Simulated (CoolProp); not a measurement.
The numbers come from the reference Helmholtz-energy equation of state, Tillner-Roth 1997 in CoolProp.

**Question.** Give the vapour pressure (MPa), vapour density (kg/m³), liquid cp (kJ/(kg K)), liquid conductivity (mW/(m K)) of saturated CH2F2 (R32) at 196.3, 232.8, 247.4 K.

**Answer.** 
```
T (K)  p (MPa)  vapour density (kg/m³)  liquid cp (kJ/(kg K))  liquid conductivity (mW/(m K))
-----  -------  ----------------------  ---------------------  ------------------------------
196.3   0.0232                   0.750                   1.56                             210
232.8    0.175                    4.99                   1.61                             185
247.4    0.325                    9.01                   1.64                             175
```

Thermal conductivity comes from a separate model (Huber 2003), an estimate that may be off by 10 % or more.
